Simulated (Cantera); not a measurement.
What does this Cantera script print?

```python
import numpy as np
import cantera as ct

gas_names = [...]  # 109 gases of nasa_gas.yaml made of C, Cl, H, Si
cond_names = """
    C(gr) C6H6(L) C7H8(L) C8H18(L),n-octa Si(cr) Si(L) SiC(b)
""".split()


# ... load() reads the species with a 1 bar reference pressure and builds the phases ...
atoms = {
    '(CH3)2SiCl2': {'C': 2, 'H': 6, 'Si': 1, 'CL': 2},
    'C2H2': {'C': 2, 'H': 2},
    'H2': {'H': 2},
}
top_T = {'C(gr)': 4500, 'SiC(b)': 3050}  # K; cautious upper limits of use, not melting points


# ... equilibrate(T, P, feed) seeds the gas with the atoms and calls Mixture.equilibrate('TP', solver="vcs", rtol=1e-11, max_steps=5000) ...
results = []
feed = {'(CH3)2SiCl2': 1, 'C2H2': 0.46, 'H2': 140}  # mol
P = 550  # Pa
for T in [1675, 1750, 1825, 1900, 1975, 2050, 2125, 2200]:
    mix = equilibrate(T, P, feed)
    results.append((T, P, feed, dict(zip(mix.species_names, mix.species_moles))))
    x = sorted(zip(gas.X, gas.species_names), reverse=True)
    print(f"T = {T:g} K  P = {P:g} Pa  gas = {mix.phase_moles(0):.4g} mol")
    print("   x: " + "  ".join(f"{s} {v:.3e}" for v, s in x if v > 1e-06))
    print("   condensed (mol): " + ("  ".join(f"{mix.phase(i).name} {mix.phase_moles(i):.4g}"
          for i in range(1, mix.n_phases) if mix.phase_moles(i) > 1e-12) or "none"))
```

It prints:

```
T = 1675 K  P = 550 Pa  gas = 144.6 mol
   x: H2 9.846e-01  HCL 1.380e-02  H 1.553e-03  C2H2,acetylene 5.718e-05  CL 1.700e-05  SiCL2 9.380e-06  CH4 6.423e-06  Si 1.061e-06
   condensed (mol): C(gr) 1.904  SiC(b) 0.9984
T = 1750 K  P = 550 Pa  gas = 144.7 mol
   x: H2 9.830e-01  HCL 1.376e-02  H 3.109e-03  C2H2,acetylene 1.129e-04  CL 3.358e-05  SiCL2 1.219e-05  Si 5.195e-06  CH4 4.853e-06
   condensed (mol): C(gr) 1.889  SiC(b) 0.9972
T = 1825 K  P = 550 Pa  gas = 144.9 mol
   x: H2 9.801e-01  HCL 1.371e-02  H 5.879e-03  C2H2,acetylene 2.105e-04  CL 6.271e-05  Si 2.229e-05  SiCL2 1.544e-05  CH4 3.745e-06  SiH 1.739e-06  SiCL 1.712e-06
   condensed (mol): C(gr) 1.864  SiC(b) 0.9938
T = 1900 K  P = 550 Pa  gas = 145.2 mol
   x: H2 9.752e-01  HCL 1.362e-02  H 1.057e-02  C2H2,acetylene 3.724e-04  CL 1.113e-04  Si 8.516e-05  SiCL2 1.911e-05  SiH 5.413e-06  SiCL 4.296e-06  CH4 2.940e-06  SiC2 2.154e-06  SiH2 2.112e-06  Si2C 1.493e-06
   condensed (mol): C(gr) 1.828  SiC(b) 0.9824
T = 1975 K  P = 550 Pa  gas = 145.8 mol
   x: H2 9.672e-01  H 1.815e-02  HCL 1.347e-02  C2H2,acetylene 6.281e-04  Si 2.935e-04  CL 1.888e-04  SiCL2 2.310e-05  SiH 1.541e-05  SiC2 1.079e-05  SiCL 1.001e-05  Si2C 7.228e-06  SiH2 4.440e-06  CH4 2.336e-06
   condensed (mol): C(gr) 1.786  SiC(b) 0.9458
T = 2050 K  P = 550 Pa  gas = 146.8 mol
   x: H2 9.545e-01  H 2.988e-02  HCL 1.324e-02  C2H2,acetylene 1.013e-03  Si 9.227e-04  CL 3.068e-04  SiC2 4.793e-05  SiH 4.045e-05  Si2C 3.107e-05  SiCL2 2.727e-05  SiCL 2.179e-05  SiH2 8.782e-06  CH4 1.869e-06  CH3 1.150e-06
   condensed (mol): C(gr) 1.769  SiC(b) 0.8337
T = 2125 K  P = 550 Pa  gas = 148.5 mol
   x: H2 9.345e-01  H 4.734e-02  HCL 1.289e-02  Si 2.673e-03  C2H2,acetylene 1.566e-03  CL 4.789e-04  SiC2 1.911e-04  Si2C 1.201e-04  SiH 9.863e-05  SiCL 4.454e-05  SiCL2 3.135e-05  SiH2 1.640e-05  Si2 3.111e-06  C2H 2.213e-06  CH4 1.494e-06  CH3 1.469e-06  C4H2 1.064e-06
   condensed (mol): C(gr) 1.869  SiC(b) 0.5098
T = 2200 K  P = 550 Pa  gas = 150.9 mol
   x: H2 9.059e-01  H 7.228e-02  HCL 1.242e-02  Si 5.352e-03  C2H2,acetylene 2.321e-03  CL 7.208e-04  SiC2 5.143e-04  Si2C 2.336e-04  SiH 1.672e-04  SiCL 6.403e-05  SiCL2 2.621e-05  SiH2 2.156e-05  Si2 6.841e-06  C2H 6.416e-06  C4H2 2.423e-06  CH3 1.813e-06  CH4 1.186e-06
   condensed (mol): C(gr) 2.024
```

Equilibrium computed with Cantera from the NASA thermochemical tables; the gas is ideal and each condensed phase is pure. The feed counts by its element totals alone. The tables' values for SiCl are old estimates; treat these amounts as uncertain. Gases not in the tables: Si2H6 and higher silanes.
